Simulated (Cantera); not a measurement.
Input: 1 mol SiH4, a varied amount of C3H8, 32 mol H2, equilibrated at 1350 K and 34.0 mbar.

These are equilibrium values from Cantera (NASA tables, ideal gas, pure condensed phases), not measurements of a reactor. Candidate condensed phases: C, C6H6, C7H8, C8H18, Si, SiC; 87 gas species. Mutual solubility and eutectic melting of coexisting phases are not modelled. Kinetics and transport are ignored.

x: gas mole fraction; n: condensed amount in mol.

| n(C3H8) (mol) | x H2 | x CH4 | x H | x C2H2 (acetylene) | n Si(s) | n SiC(s) | n C(graphite) |
|---|---|---|---|---|---|---|---|
| 0.033 | 1.000 | 7.45e-7 | 1.29e-5 | 1.79e-11 | 0.901 | 0.0990 | 0 |
| 0.12 | 1.000 | 7.45e-7 | 1.29e-5 | 1.79e-11 | 0.640 | 0.360 | 0 |
| 0.2 | 1.000 | 7.45e-7 | 1.29e-5 | 1.79e-11 | ___ | ___ | 0 |
| 0.29 | 1.000 | 7.45e-7 | 1.29e-5 | 1.79e-11 | 0.130 | 0.870 | 0 |
| 0.38 | 1.000 | 0.000196 | 1.29e-5 | 1.24e-6 | 0 | 1.00 | ___ |
| 0.46 | 1.000 | 0.000196 | 1.29e-5 | 1.24e-6 | 0 | 1.00 | 0.373 |
| 0.55 | 1.000 | 0.000196 | 1.29e-5 | 1.24e-6 | 0 | 1.00 | 0.643 |

Q: What belongs in the gaps?

A: 
- 0.2, n Si(s): 0.400
- 0.2, n SiC(s): 0.600
- 0.38, n C(graphite): 0.133
